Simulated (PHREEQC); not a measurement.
Copper plating or etch bath: an equilibrium model

A solution holds 0.0062 mol CuCl2, 0.00016 mol HBF4 and 3e-05 mol H3BO3 per kg of water, at 15 °C. Closed to the air; pH follows from the charge balance.

Equilibrium calculation in PHREEQC: ion-association model, wateq4f.dat.

No solid was allowed to form.

Q: Predict the pH.

A: pH 3.39.

Q: In which forms is F present?

A: F- 66 %, HF 29 %, CuF+ 4.0 % of the F.

Real BF4- forms and hydrolyses slowly; the run takes it at equilibrium.
